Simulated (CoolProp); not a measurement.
Chloromethane (R40) along the isotherm 500 K: fugacity coefficient from the reference equation and from simpler models built on Tc = 418.6 K, pc = 69.29 bar, ω = 0.150; each cubic takes its own stable root.

The numbers come from the reference Helmholtz-energy equation of state, Thol 2014 in CoolProp.

```csv
p (bar),phase,reference
7.42,gas,0.9786
14.8,gas,0.9575
22.3,gas,0.9365
29.7,gas,0.9160
37.1,gas,0.8958
44.5,gas,0.8759
52,gas,0.8560
59.4,gas,0.8367
66.8,gas,0.8177
74.2,supercritical,0.7990
81.7,supercritical,0.7803
89.1,supercritical,0.7622
96.5,supercritical,0.7444
104,supercritical,0.7268
```

### Question
How far does each simpler model (Redlich-Kwong, Soave-Redlich-Kwong) lie from the reference over these 14 states: mean and median of the absolute difference, and the worst?

### Answer
- Redlich-Kwong: mean 0.1 %, median 0.1 %, worst -0.2 % at 500 K and 104 bar
- Soave-Redlich-Kwong: mean 1.2 %, median 1.1 %, worst +2.4 % at 500 K and 104 bar
